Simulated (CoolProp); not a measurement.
Vapour pressure (kPa) of n-hexane: the reference equation beside estimates from Tc = 507.8 K, pc = 3044 kPa, ω = 0.300. Clausius-Clapeyron is anchored at 300.6 K with a constant enthalpy of vaporisation of 31.41 kJ/mol.

The numbers come from the reference Helmholtz-energy equation of state, Thol 2019 in CoolProp.

| T (K) | reference | Lee-Kesler | Clausius-Clapeyron | van der Waals | Redlich-Kwong | Soave-Redlich-Kwong |
|---|---|---|---|---|---|---|
| 294.5 | 17.17 | 16.61 | 17.27 | 216.7 | 43.21 | 16.83 |
| 300.6 | 22.40 | 21.77 | 22.40 | 244.5 | 54.00 | 22.00 |
| 306.8 | 28.99 | 28.28 | 28.88 | 275.1 | 66.99 | 28.52 |
| 313 | 37.05 | 36.30 | 36.86 | 308.3 | 82.23 | 36.53 |
| 319.1 | 46.66 | 45.88 | 46.43 | 343.5 | 99.64 | 46.10 |
| 325.3 | 58.37 | 57.59 | 58.18 | 382.0 | 120.0 | 57.78 |
| 331.5 | 72.30 | 71.57 | 72.30 | 423.2 | 143.4 | 71.71 |
| 337.6 | 88.44 | 87.82 | 88.83 | 466.5 | 169.5 | 87.90 |
| 343.8 | 107.6 | 107.2 | 108.7 | 513.5 | 199.5 | 107.2 |
| 350 | 129.9 | 129.7 | 132.1 | 563.5 | 233.2 | 129.6 |
| 356.1 | 155.2 | 155.3 | 158.9 | 615.7 | 270.2 | 155.1 |
| 362.3 | 184.7 | 185.0 | 190.5 | 671.9 | 311.9 | 184.9 |

Absolute difference from the reference over all 12 rows, mean and median: Lee-Kesler 1.3 and 1.2 %, Clausius-Clapeyron 0.9 and 0.5 %, van der Waals 592.5 and 519.9 %, Redlich-Kwong 105.2 and 102.0 %, Soave-Redlich-Kwong 0.9 and 0.9 %.
